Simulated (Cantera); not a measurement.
Standard-state values (1 bar) from the NASA 1993 polynomials, evaluated with Cantera. Values are per mole of reaction as written; species without (g) are pure solids or liquids, kept so even where they would boil at 1 bar.

10 N2(g) + P4O10 → 2 P2(g) + 10 N2O(g), with ΔH° = 4113.2 kJ and ΔS° = 491.2 J/K at 300 K.

Q: How far is the shortcut ΔG° ≈ ΔH°(300 K) − T·ΔS°(300 K) from the full temperature-dependent value at 425, 450, 475, 500, 525, 550 K?

A: 
```csv
T (K),shortcut (kJ),full (kJ),difference (kJ),difference in log10 K
425,3904.5,3905.7,-1.3,0.16
450,3892.2,3894.0,-1.8,0.21
475,3879.9,3882.3,-2.4,0.26
500,3867.6,3870.7,-3.1,0.32
525,3855.3,3859.2,-3.9,0.39
550,3843.1,3847.8,-4.8,0.45
```
The shortcut ignores the heat-capacity change of the reaction.
